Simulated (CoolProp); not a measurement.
Vapour-liquid equilibrium of CHF3 (R23) (1) + R113 (2) at -3.75 °C; x and y are mole fractions of (1).

Computed with CoolProp (multi-fluid Helmholtz-energy mixture model, Penoncello 2003 and Marx 1992; pair parameters Bell 2016).

| x | bubble pressure, mixture model (MPa) | bubble pressure, Raoult's law (MPa) | y, mixture model | y, Raoult's law |
|---|---|---|---|---|
| 0.05 | 0.1939 | 0.1244 | 0.934 | 0.905 |
| 0.125 | 0.4881 | 0.2923 | … | 0.963 |
| 0.2 | 0.7805 | 0.4602 | 0.982 | 0.978 |
| 0.275 | 1.043 | 0.6281 | 0.986 | 0.986 |
| 0.35 | 1.259 | 0.7960 | … | 0.990 |
| 0.425 | 1.421 | 0.9639 | 0.989 | 0.993 |
| 0.5 | 1.536 | 1.132 | 0.990 | 0.994 |
| 0.575 | 1.616 | 1.300 | 0.990 | 0.996 |
| 0.65 | 1.680 | 1.468 | 0.991 | 0.997 |
| 0.725 | … | 1.635 | 0.991 | 0.998 |
| 0.8 | 1.824 | 1.803 | 0.992 | 0.999 |
| 0.875 | … | 1.971 | 0.994 | 0.999 |
| 0.95 | 2.101 | 2.139 | 0.997 | 1.000 |

Task: Some entries are withheld; supply them.

Result: 
- 0.125, y, mixture model: 0.973
- 0.35, y, mixture model: 0.988
- 0.725, bubble pressure, mixture model (MPa): 1.743
- 0.875, bubble pressure, mixture model (MPa): 1.937

The largest gap from Raoult's law is +69.6 % in bubble pressure, at x = 0.2. No azeotrope shows between x = 0.05 and 0.95.

Pair parameters are fitted to limited data, so mixtures are less certain than the pure fluids. The gap from Raoult's law changes sign with composition, which may be real or a fault of the pair parameters; it wasn't checked against measurements. With so large a gap from Raoult's law the liquid may split in two, which this calculation doesn't test in full.
